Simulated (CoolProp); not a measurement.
Values from CoolProp's reference Helmholtz-energy equation of state, Gedanitz 2015.

Give the vapour pressure (bar), vapour density (kg/m³), liquid cp (kJ/(kg K)), surface tension (mN/m) of saturated cyclopentane at 347.7, 383.3, 397.5 K.


| T (K) | p (bar) | vapour density (kg/m³) | liquid cp (kJ/(kg K)) | surface tension (mN/m) |
|---|---|---|---|---|
| 347.7 | 2.17 | 5.61 | 2.07 | 15.1 |
| 383.3 | 5.26 | 13.1 | 2.28 | 10.8 |
| 397.5 | 7.13 | 17.6 | 2.38 | 9.17 |

Surface tension comes from a separate correlation (Mulero 2014).
